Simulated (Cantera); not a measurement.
Input: 1 mol Si₂H₆, 2 mol O₂, 0.36 mol H₂, 17 mol CO₂, equilibrated at 1525 K and 0.100 bar.

Method: chemical equilibrium by Gibbs-energy minimisation in Cantera with the NASA 1993 tables (ideal gas, pure condensed phases). Candidate condensed phases: C, C₆H₆, C₇H₈, C₈H₁₈, H₂O, Si, SiC, SiO₂; 123 gas species. The feed counts by its element totals alone. The tables hold silica as quartz up to 1696 K and as liquid above; real silica turns to tridymite and cristobalite and melts near 1996 K. Gases not in the tables: Si(OH)₄. Rates play no part.

Base state: CO₂ 0.683, CO 0.152, H₂O 0.152, H₂ 0.0126 (mole fractions); condensed: SiO₂(β-quartz).

What changes in the equilibrium state with this change: H₂ from 0.36 to 3.5 mol?


```json
[
 {"species": "CO₂", "before": "0.683", "after": "0.489"},
 {"species": "CO", "before": "0.152", "after": "0.235"},
 {"species": "H₂O", "before": "0.152", "after": "0.235"},
 {"species": "H₂", "before": "0.0126", "after": "0.0419"},
 {"species": "H", "before": "8.41e-6", "after": "1.53e-5"},
 {"species": "SiO₂(β-quartz), mol", "before": "2.00", "after": "2.00"}
]
```
